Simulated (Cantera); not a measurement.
Input (Python, Cantera):

```python
import numpy as np
import cantera as ct

gas = ct.Solution("gri30.yaml")
gas.TPX = 1123, 2800000, {'H2': 1, 'O2': 1.19, 'N2': 4.48, 'H2O': 0.17}
reactor = ct.IdealGasConstPressureReactor(gas, energy="on", clone=False)
net = ct.ReactorNet([reactor])
net.rtol, net.atol = 1e-08, 1e-16
show = ['H2', 'O2', 'H2O', 'HO2', 'O', 'H2O2', 'N2O']
times = np.geomspace(2e-06, 0.3, 16)

steps = ct.SolutionArray(gas, extra=["t"])
rows = []
print(f"{'t/s':>10s}{'T/K':>9s}{'P/Pa':>11s}" + "".join(f"{s:>11s}" for s in show))
for t in times:
    while net.time < t:
        t_next = net.step()
        steps.append(gas.state, t=t_next)
    rows.append([np.interp(t, steps.t, y) for y in (steps.T, steps.P, *steps(*show).X.T)])
    print(f"{t:10.3e}{rows[-1][0]:9.1f}{rows[-1][1]:11.4g}" + "".join(f"{x:11.3e}" for x in rows[-1][2:]))
rate = np.gradient(steps.T, steps.t)
print("integrator steps:", len(steps.t))
if steps.T.max() > steps.T[0] + 200:
    print(f"time of steepest temperature rise: {steps.t[rate.argmax()]:.4e} s")
gas.TPX = 1123, 2800000, {'H2': 1, 'O2': 1.19, 'N2': 4.48, 'H2O': 0.17}
gas.equilibrate("HP")
print(f"equilibrium (HP): T = {gas.T:.1f} K  " + "  ".join(f"{s} {gas[s].X[0]:.3e}" for s in show))
```

It prints:

```
       t/s      T/K       P/Pa         H2         O2        H2O        HO2          O       H2O2        N2O
 2.000e-06   1123.0    2.8e+06  1.462e-01  1.740e-01  2.485e-02  4.436e-08  4.756e-11  5.322e-10  8.026e-15
 4.427e-06   1123.0    2.8e+06  1.462e-01  1.740e-01  2.485e-02  9.888e-08  5.093e-11  2.601e-09  2.525e-14
 9.799e-06   1123.0    2.8e+06  1.462e-01  1.740e-01  2.485e-02  2.215e-07  5.930e-11  1.253e-08  9.200e-14
 2.169e-05   1123.0    2.8e+06  1.462e-01  1.740e-01  2.485e-02  5.087e-07  8.251e-11  5.967e-08  3.885e-13
 4.801e-05   1123.0    2.8e+06  1.462e-01  1.740e-01  2.485e-02  1.277e-06  1.592e-10  2.825e-07  1.873e-12
 1.063e-04   1123.0    2.8e+06  1.462e-01  1.740e-01  2.486e-02  4.193e-06  5.162e-10  1.564e-06  1.138e-11
 2.352e-04   1123.4    2.8e+06  1.461e-01  1.739e-01  2.490e-02  2.003e-05  3.603e-09  1.603e-05  1.049e-10
 5.206e-04   1134.2    2.8e+06  1.447e-01  1.731e-01  2.626e-02  9.261e-05  5.351e-08  2.498e-04  1.372e-09
 1.152e-03   2151.9    2.8e+06  8.893e-05  1.082e-01  1.833e-01  9.491e-06  1.237e-04  9.469e-07  2.086e-06
 2.551e-03   2151.6    2.8e+06  8.881e-05  1.082e-01  1.833e-01  9.479e-06  1.235e-04  9.460e-07  2.084e-06
 5.646e-03   2151.1    2.8e+06  8.853e-05  1.080e-01  1.833e-01  9.452e-06  1.230e-04  9.439e-07  2.081e-06
 1.250e-02   2149.9    2.8e+06  8.795e-05  1.078e-01  1.833e-01  9.394e-06  1.218e-04  9.395e-07  2.073e-06
 2.766e-02   2147.4    2.8e+06  8.679e-05  1.072e-01  1.833e-01  9.280e-06  1.196e-04  9.307e-07  2.060e-06
 6.123e-02   2143.3    2.8e+06  8.483e-05  1.063e-01  1.834e-01  9.086e-06  1.158e-04  9.156e-07  2.042e-06
 1.355e-01   2138.5    2.8e+06  8.262e-05  1.052e-01  1.834e-01  8.866e-06  1.115e-04  8.985e-07  2.029e-06
 3.000e-01   2136.1    2.8e+06  8.155e-05  1.047e-01  1.834e-01  8.760e-06  1.095e-04  8.902e-07  2.026e-06
integrator steps: 1499
time of steepest temperature rise: 7.4707e-04 s
equilibrium (HP): T = 2135.9 K  H2 8.145e-05  O2 1.046e-01  H2O 1.834e-01  HO2 8.749e-06  O 1.093e-04  H2O2 8.893e-07  N2O 2.026e-06
```

Cantera simulation using GRI-Mech 3.0 (53 species, 325 reactions); the numbers are that mechanism's predictions, not measurements. The hydrogen kinetics of GRI-Mech 3.0 are dated; newer H2 mechanisms differ, most at raised pressure. The pressure lies above the range GRI-Mech 3.0 was tuned for (to about 10 atm).
